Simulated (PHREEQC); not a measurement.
Make-up at 85 °C: 0.32 mol Fe(NO3)3, 0.00045 mol HF and 0.16 mol Na2SO4 per kg of water. Closed to the air; pH follows from the charge balance.

Model: ion-association model, wateq4f.dat, run in PHREEQC.

Question: The ionic strength comes out as 1.39 mol/kgw. What activity coefficients do Fe(OH)2+, FeF+2, Fe2(OH)2+4, Na+, SO4-2 get?

Answer: Fe(OH)2+ 0.61, FeF+2 0.12, Fe2(OH)2+4 0.072, Na+ 0.70, SO4-2 0.11.

Precipitation was switched off in this run. Saturation is exceeded, for instance for Jarosite-Na, Hematite (slow to form); the values hold only as long as no solid forms. The ionic strength is past about 0.7 mol/kgw, beyond the range of this activity model, so the values are rough. At this temperature some constants are extrapolated from 25 °C, and those without enthalpy data are left unchanged. Fluoro complexes past AlF4- and FeF3 are missing from the database.
